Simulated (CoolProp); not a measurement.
Vapour-liquid equilibrium of acetone (1) + dimethyl carbonate (2) at 0.493 bar; x and y are mole fractions of (1).

Values from CoolProp's multi-fluid Helmholtz-energy mixture model, Lemmon 2006 and Zhou 2011; pair parameters Bell 2016.

| x | bubble temperature (°C) | y at the bubble point | dew temperature at overall composition x (°C) | liquid density (mol/L) |
|---|---|---|---|---|
| 0.05 | [?] | 0.157 | [?] | [?] |
| 0.2 | 58.2 | 0.462 | 64.8 | [?] |
| 0.35 | [?] | [?] | 61.2 | 11.90 |
| 0.5 | 48.0 | 0.769 | 57.1 | 12.21 |
| 0.65 | 44.1 | 0.861 | 52.4 | 12.53 |
| 0.8 | 40.6 | [?] | 46.8 | 12.85 |
| 0.95 | 37.4 | 0.985 | 39.6 | 13.18 |

Task: Fill in the missing entries.

Result: 
- 0.05, bubble temperature (°C): 65.8
- 0.05, dew temperature at overall composition x (°C): 68.0
- 0.05, liquid density (mol/L): 11.26
- 0.2, liquid density (mol/L): 11.59
- 0.35, bubble temperature (°C): 52.6
- 0.35, y at the bubble point: 0.644
- 0.8, y at the bubble point: 0.932

No azeotrope shows between x = 0.05 and 0.95.

Pair parameters are fitted to limited data, so mixtures are less certain than the pure fluids.
